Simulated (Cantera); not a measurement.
Catalytic stagnation flow on Pt

A jet of CH4 : O2 : N2 = 0.053 : 0.065 : 0.79 (molar parts) at 300 K and 0.0484 atm hits a platinum plate 5.8 cm away at a mass flux of 0.037 kg/m²/s; the plate temperature is set and raised in steps from an oxygen-covered start.

Detailed kinetics in Cantera: Deutschmann's 1995 Pt surface mechanism with GRI-Mech 3.0 gas chemistry. Catalytic surfaces can have several steady states; this one follows from the mechanism file's or the stated starting coverage.

```json
[
 {"plate T (K)": "950", "wall x CH4": "0.00912", "wall x O2": "0.00334", "wall x H2O": "0.0726", "wall x OH": "<1e-8", "wall x CO": "0.0512", "wall x CO2": "0.000194", "θ free Pt": "0.648", "θ H*": "0.00162", "θ CO*": "0.143", "θ C*": "0.207"},
 {"plate T (K)": "1000", "wall x CH4": "0.00584", "wall x O2": "0.00224", "wall x H2O": "0.0710", "wall x OH": "<1e-8", "wall x CO": "0.0543", "wall x CO2": "0.000591", "θ free Pt": "0.820", "θ H*": "0.00174", "θ CO*": "0.107", "θ C*": "0.0708"},
 {"plate T (K)": "1050", "wall x CH4": "0.00480", "wall x O2": "0.00191", "wall x H2O": "0.0697", "wall x OH": "<1e-8", "wall x CO": "0.0546", "wall x CO2": "0.00150", "θ free Pt": "0.913", "θ H*": "0.00158", "θ CO*": "0.0635", "θ C*": "0.0215"},
 {"plate T (K)": "1100", "wall x CH4": "0.00447", "wall x O2": "0.00184", "wall x H2O": "0.0683", "wall x OH": "<1e-8", "wall x CO": "0.0536", "wall x CO2": "0.00302", "θ free Pt": "0.957", "θ H*": "0.00139", "θ CO*": "0.0348", "θ C*": "0.00731"},
 {"plate T (K)": "1150", "wall x CH4": "0.00438", "wall x O2": "0.00185", "wall x H2O": "0.0664", "wall x OH": "1.24e-8", "wall x CO": "0.0518", "wall x CO2": "0.00521", "θ free Pt": "0.977", "θ H*": "0.00122", "θ CO*": "0.0189", "θ C*": "0.00282"},
 {"plate T (K)": "1200", "wall x CH4": "0.00439", "wall x O2": "0.00189", "wall x H2O": "0.0641", "wall x OH": "3.38e-8", "wall x CO": "0.0493", "wall x CO2": "0.00806", "θ free Pt": "0.987", "θ H*": "0.00109", "θ CO*": "0.0104", "θ C*": "0.00121"},
 {"plate T (K)": "1250", "wall x CH4": "0.00445", "wall x O2": "0.00195", "wall x H2O": "0.0614", "wall x OH": "8.18e-8", "wall x CO": "0.0464", "wall x CO2": "0.0114", "θ free Pt": "0.993", "θ H*": "0.000980", "θ CO*": "0.00586", "θ C*": "0.000569"}
]
```
x: mole fraction at the wall; θ: surface coverage.
